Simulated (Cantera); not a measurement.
A Cantera script and its output.

```python
import numpy as np
import cantera as ct

gas = ct.Solution("gri30.yaml")


def delay(T, t_max=10):
    gas.TPX = T, 150000, {'H2': 1, 'O2': 1.16, 'N2': 4.42, 'H2O': 1}
    reactor = ct.IdealGasConstPressureReactor(gas, clone=False)
    net = ct.ReactorNet([reactor])
    net.rtol, net.atol = 1e-8, 1e-16
    while net.time < t_max:
        t_old, T_old = net.time, reactor.T
        net.step()
        if reactor.T > T + 400:  # ignition: a rise of 400 K
            return t_old + (T + 400 - T_old) / (reactor.T - T_old) * (net.time - t_old)
    return np.nan


taus = []
for T in [1300, 1350, 1400, 1450, 1500, 1550]:
    taus.append(delay(T))
    print(f"T0 = {T:6g} K   tau = {taus[-1]:.4e} s")
```

Output:

```
T0 =   1300 K   tau = 3.0135e-05 s
T0 =   1350 K   tau = 2.4789e-05 s
T0 =   1400 K   tau = 2.1369e-05 s
T0 =   1450 K   tau = 1.9141e-05 s
T0 =   1500 K   tau = 1.7712e-05 s
T0 =   1550 K   tau = 1.6855e-05 s
```

Detailed kinetics in Cantera: GRI-Mech 3.0 (53 species, 325 reactions). Where the delays flatten at high temperature, the 400 K rule measures the pace of heat release, not the induction time.
